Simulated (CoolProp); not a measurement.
A single-stage vapour-compression cycle with R141b: evaporating at 256.15 K (dew point), condensing at 281.15 K (bubble point), superheat 2 K, subcooling 0 K, compressor efficiency 0.85, no pressure losses. Each further row changes one setting.

Model: reference Helmholtz-energy equation of state, Lemmon 2006, in CoolProp. It is a short technical equation, of lower accuracy than the large ones.

```
case                              cooling COP  pressure ratio  discharge temperature (K)  refrigerating effect (kJ/kg)  volumetric capacity (kJ/m³)
--------------------------------  -----------  --------------  -------------------------  ----------------------------  ---------------------------
as stated                          (withheld)            3.28                      296.4                           219                          146
evaporating temperature 261.15 K         10.5            2.53                      293.2                           222                   (withheld)
condensing temperature 276.15 K          10.3            2.64                 (withheld)                           224                          150
subcooling 5 K                     (withheld)            3.28                      296.4                           224                          150
superheat 12 K                           8.06            3.28                      306.9                           226                          145
compressor efficiency 0.75         (withheld)            3.28                      301.0                           219                          146
```

Question: Complete the blanks.

Answer: 
- as stated, cooling COP: 8.11
- evaporating temperature 261.15 K, volumetric capacity (kJ/m³): 189
- condensing temperature 276.15 K, discharge temperature (K): 289.2
- subcooling 5 K, cooling COP: 8.32
- compressor efficiency 0.75, cooling COP: 7.16
